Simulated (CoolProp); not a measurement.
Vapour-liquid equilibrium of dimethyl ether (1) + methanol (2) at 0.418 MPa; x and y are mole fractions of (1).

Computed with CoolProp (multi-fluid Helmholtz-energy mixture model, Wu 2011 and de Reuck 1993; pair parameters Bell 2016).

Question: Give the bubble temperature and the first vapour's composition at x = 0.05, 0.65, 0.8. Is there an azeotrope?

Answer: x = 0.05: 86.2 °C, y = 0.467; x = 0.65: 23.3 °C, y = 0.975; x = 0.8: 19.3 °C, y = 0.984. No azeotrope shows between x = 0.05 and 0.95.

Pair parameters are fitted to limited data, so mixtures are less certain than the pure fluids. With so large a gap from Raoult's law the liquid may split in two, which this calculation doesn't test in full.
